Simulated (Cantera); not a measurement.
Mixture: 12.4 % CH4, 11.3 % H2, 16.0 % O2, 60.3 % N2, at 0.410 bar, adiabatic and at constant volume. Ignition delay is the time to a rise of 400 K.

Model: GRI-Mech 3.0 (53 species, 325 reactions), integrated in Cantera.

**Question.** Predict: delay at 1250 K; delay at 1325 K; delay at 1400 K; delay at 1475 K; delay at 1550 K; apparent activation energy between 1400 and 1550 K.

**Answer.** 
| Quantity | Value |
|---|---|
| delay at 1250 K | 1.86 ms |
| delay at 1325 K | 1.05 ms |
| delay at 1400 K | 0.632 ms |
| delay at 1475 K | 0.405 ms |
| delay at 1550 K | 0.272 ms |
| apparent activation energy between 1400 and 1550 K | 100 kJ/mol |
